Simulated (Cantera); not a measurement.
## MgCO3 + H2 + CO2 (calcination and drying)

Feed: 1 mol MgCO3, 0.058 mol H2, 0.038 mol CO2, held at 1.00 bar.

These are equilibrium values from Cantera (NASA tables, ideal gas, pure condensed phases), not measurements of a reactor. Candidate condensed phases: C, C6H6, C7H8, C8H18, H2O, Mg, MgCO3, MgO, Mg(OH)2; 116 gas species. Kinetics and transport are ignored.

At 723 K the condensed part is C(graphite) + MgO(s). From 823 K to 1723 K the condensed part is MgO(s).

```csv
T (K),log p CO2,log p CO,log p H2O,log p H2,log p CH4,log p OH,log p H,n C(graphite),n MgO(s)
723,-0.03,-1.61,-1.36,-2.05,-3.38,<-12,<-12,0.0101,1.00
823,-0.04,-1.35,-1.35,-2.09,-5.19,<-12,<-12,0,1.00
923,-0.05,-1.32,-1.32,-2.29,-7.30,<-12,-10.75,0,1.00
1023,-0.05,-1.31,-1.31,-2.45,-9.04,-11.04,-9.61,0,1.00
1123,-0.05,-1.30,-1.30,-2.59,-10.48,-9.66,-8.66,0,1.00
1223,-0.05,-1.29,-1.29,-2.70,-11.68,-8.51,-7.87,0,1.00
1323,-0.05,-1.29,-1.29,-2.80,<-12,-7.53,-7.20,0,1.00
1423,-0.05,-1.29,-1.29,-2.88,<-12,-6.69,-6.62,0,1.00
1523,-0.05,-1.29,-1.29,-2.95,<-12,-5.96,-6.11,0,1.00
1623,-0.05,-1.28,-1.28,-3.01,<-12,-5.32,-5.67,0,1.00
1723,-0.05,-1.28,-1.28,-3.06,<-12,-4.75,-5.27,0,1.00
```
log p: log10 of the partial pressure in bar; n: condensed amount in mol.
